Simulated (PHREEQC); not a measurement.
A PHREEQC speciation (ion-association model, phreeqc.dat) at 20 °C gives pH 1.30 and these molalities:

```
species  mol/kgw
-------  -------
Na+        0.201
HSO4-      0.103
SO4-2     0.0704
H+        0.0647
H3PO4     0.0222
NaSO4-    0.0169
H2PO4-   0.00479
```

### Question
What are the element totals, and what could have been dissolved in 1 kg of water to give them?

### Answer
Several could match; the one computed here: totals Na 0.217, P 0.0270, S(6) 0.190 mol/kgw, from 0.027 mol NaH2PO4, 0.19 mol NaHSO4 and 0.00045 mol NaOH per kg of water.

Precipitation was switched off in this run. Species that the database lacks are ignored.
